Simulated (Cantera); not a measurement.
A closed system holds: 1 mol Si₃N₄, 0.25 mol O₂, 630 mol H₂, 0.9 mol H₂O, held at 1602 °C and 490000 Pa.

Equilibrium computed with Cantera from the NASA thermochemical tables; the gas is ideal and each condensed phase is pure. Candidate condensed phases: H₂O, Si, SiO₂, Si₂N₂O, Si₃N₄; 35 gas species. Mutual solubility and eutectic melting of coexisting phases are not modelled. Gases not in the tables: Si₂H₆ and higher silanes. Equilibrium is a limit: real reactors are often held back by kinetics, nucleation or transport.

Base state: H₂ 0.997, N₂ 0.00167, SiO 0.000723, H 0.000296, SiH₂ 4.96e-5 (mole fractions); condensed: Si(l) + Si₂N₂O(s).

Task: What changes in the equilibrium state with this change: Si₃N₄ replaced by SiC?

Result: 
```csv
species,before,after
H₂,0.997,0.997
SiO,0.000723,0.00120
CO,0,0.00100
N₂,0.00167,0
CH₄,0,0.000223
H₂O,3.45e-6,1.29e-5
"Si(l), mol",0.623,0
"Si₂N₂O(s), mol",0.941,0
"SiC(s), mol",0,0.223
```
Further candidate phases: C, C₆H₆, C₇H₈, C₈H₁₈, SiC.

Task: What changes in the equilibrium state with this change: Si₃N₄ replaced by Si?

Result: 
```tsv
species	before	after
H₂	0.997	0.997
SiO	0.000723	0.00158
H₂O	3.45e-6	0.000634
N₂	0.00167	0
SiH₂	4.96e-5	5.91e-7
H	0.000296	0.000296
Si(l), mol	0.623	0
Si₂N₂O(s), mol	0.941	0
```
